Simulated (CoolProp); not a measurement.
Vapour-liquid equilibrium of R142b (1) + R113 (2) at 351.6 K; x and y are mole fractions of (1).

Computed with CoolProp (multi-fluid Helmholtz-energy mixture model, Lemmon 2006 and Marx 1992; pair parameters Bell 2016).

```json
[
 {"x": "0.05", "bubble pressure (bar)": "[?]", "y at the bubble point": "0.218", "dew pressure at overall composition x (bar)": "2.662", "liquid density (mol/L)": "7.707"},
 {"x": "0.125", "bubble pressure (bar)": "4.051", "y at the bubble point": "0.420", "dew pressure at overall composition x (bar)": "2.863", "liquid density (mol/L)": "7.832"},
 {"x": "0.2", "bubble pressure (bar)": "4.914", "y at the bubble point": "0.548", "dew pressure at overall composition x (bar)": "3.095", "liquid density (mol/L)": "7.959"},
 {"x": "0.275", "bubble pressure (bar)": "5.746", "y at the bubble point": "0.637", "dew pressure at overall composition x (bar)": "3.368", "liquid density (mol/L)": "8.088"},
 {"x": "0.35", "bubble pressure (bar)": "6.551", "y at the bubble point": "0.703", "dew pressure at overall composition x (bar)": "3.691", "liquid density (mol/L)": "8.220"},
 {"x": "0.425", "bubble pressure (bar)": "[?]", "y at the bubble point": "0.755", "dew pressure at overall composition x (bar)": "4.079", "liquid density (mol/L)": "8.355"},
 {"x": "0.5", "bubble pressure (bar)": "8.099", "y at the bubble point": "0.799", "dew pressure at overall composition x (bar)": "4.553", "liquid density (mol/L)": "8.492"},
 {"x": "0.575", "bubble pressure (bar)": "8.855", "y at the bubble point": "0.836", "dew pressure at overall composition x (bar)": "5.143", "liquid density (mol/L)": "8.632"},
 {"x": "0.65", "bubble pressure (bar)": "9.608", "y at the bubble point": "0.868", "dew pressure at overall composition x (bar)": "5.892", "liquid density (mol/L)": "[?]"},
 {"x": "0.725", "bubble pressure (bar)": "10.37", "y at the bubble point": "0.898", "dew pressure at overall composition x (bar)": "6.860", "liquid density (mol/L)": "8.924"},
 {"x": "0.8", "bubble pressure (bar)": "11.14", "y at the bubble point": "0.927", "dew pressure at overall composition x (bar)": "8.126", "liquid density (mol/L)": "9.075"},
 {"x": "0.875", "bubble pressure (bar)": "11.94", "y at the bubble point": "0.954", "dew pressure at overall composition x (bar)": "[?]", "liquid density (mol/L)": "9.232"},
 {"x": "0.95", "bubble pressure (bar)": "12.77", "y at the bubble point": "0.982", "dew pressure at overall composition x (bar)": "11.82", "liquid density (mol/L)": "9.394"}
]
```

Problem. What belongs in the gaps?

Solution. 
- 0.05, bubble pressure (bar): 3.157
- 0.425, bubble pressure (bar): 7.333
- 0.65, liquid density (mol/L): 8.776
- 0.875, dew pressure at overall composition x (bar): 9.772

No azeotrope shows between x = 0.05 and 0.95.

Pair parameters are fitted to limited data, so mixtures are less certain than the pure fluids. The gap from Raoult's law changes sign with composition, which may be real or a fault of the pair parameters; it wasn't checked against measurements.
